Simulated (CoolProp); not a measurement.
Properties of R1336mzz(Z) along the isobar 98 bar.

Model: reference Helmholtz-energy equation of state, McLinden 2020, in CoolProp.

| T (K) | phase | density (kg/m³) | cv (kJ/(kg K)) | Joule-Thomson coefficient (K/MPa) | isothermal compressibility (1/MPa) | expansivity (1/kK) | fugacity coefficient |
|---|---|---|---|---|---|---|---|
| 204.6 | liquid | 1601 | 0.7291 | -0.4470 | 0.0008117 | 1.343 | 3.950e-5 |
| 221.6 | liquid | 1565 | 0.7650 | -0.4218 | 0.0009443 | 1.382 | ___ |
| 238.6 | liquid | 1528 | 0.7989 | -0.3970 | 0.001103 | 1.427 | 0.0005931 |
| 255.5 | liquid | 1491 | 0.8309 | -0.3721 | 0.001293 | 1.480 | 0.001647 |
| 272.5 | liquid | 1453 | 0.8613 | -0.3459 | 0.001526 | 1.542 | 0.003924 |
| 289.4 | liquid | 1415 | 0.8896 | -0.3179 | 0.001811 | 1.615 | 0.008188 |
| 306.4 | liquid | 1375 | 0.9162 | -0.2867 | 0.002167 | 1.701 | 0.01545 |
| 323.3 | liquid | 1335 | 0.9410 | -0.2515 | 0.002613 | 1.803 | 0.02663 |
| 340.3 | liquid | 1294 | 0.9644 | -0.2100 | 0.003189 | 1.925 | 0.04281 |
| 357.2 | liquid | 1251 | 0.9863 | -0.1605 | 0.003933 | 2.070 | 0.06458 |
| 374.2 | liquid | 1206 | ___ | -0.09920 | 0.004927 | 2.249 | 0.09266 |
| 391.2 | liquid | ___ | 1.027 | -0.02193 | 0.006274 | 2.468 | ___ |
| 408.1 | liquid | 1109 | 1.046 | 0.07724 | 0.008134 | 2.741 | 0.1674 |

Question: Complete the blanks.

Answer: 
- 221.6, fugacity coefficient: 0.0001739
- 374.2, cv (kJ/(kg K)): 1.007
- 391.2, density (kg/m³): 1158
- 391.2, fugacity coefficient: 0.1271
